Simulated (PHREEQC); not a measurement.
**Hard or scaling water: an equilibrium model**

Solution (25 °C and 100 atm): 0.11 mol CaCl2, 0.0061 mol Na2SO4 and 1.5e-05 mol H4SiO4 per kg of water. Closed to the air; pH follows from the charge balance.

Model: ion-association model, phreeqc.dat, run in PHREEQC.

Each row changes one thing in this solution. This is a speciation only: nothing precipitates in the calculation.

```csv
case,pH,SO4-2 (mol/kgw),H3SiO4- (mol/kgw),HSO4- (mol/kgw),SI of Quartz (SiO2)
as made,6.86,0.00279,2.76e-8,1.13e-8,-0.82
temperature from 25 to 70 °C,6.37,0.00267,3.03e-8,9.53e-8,-1.40
CaCl2 replaced by MgCl2 at the same molality,6.44,0.00227,1.05e-8,2.42e-8,-0.82
Na2SO4 replaced by MgSO4 at the same molality,6.79,0.00271,2.41e-8,1.26e-8,-0.82
CaCl2 from 0.11 to 0.55 mol/kgw,6.72,0.00190,3.26e-8,4.31e-9,-0.67
```

The ionic strength passes 0.7 mol/kgw, the rough limit of the ion-association models, in CaCl2 from 0.11 to 0.55 mol/kgw. Under pressure, the constants of complexes without a molar volume in the database are unreliable. Away from 25 °C the constants follow the database's enthalpies or fits; those with neither stay at their 25 °C values.
